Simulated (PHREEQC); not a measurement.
A solution holds 0.054 mol NaHCO3 and 8.1e-05 mol K2HPO4 per kg of water, at 20 °C. Closed to the air; pH follows from the charge balance.

Computed with PHREEQC (ion-association model, wateq4f.dat).

Precipitation was switched off in this run.

Question: Estimate the pH.

Answer: pH 8.15.

Question: In which forms is Na present?

Answer: Na+ 98 %, NaHCO3 1.9 % of the Na.

H3PO4, which wateq4f.dat lacks, is added to it with the constant of phreeqc.dat.
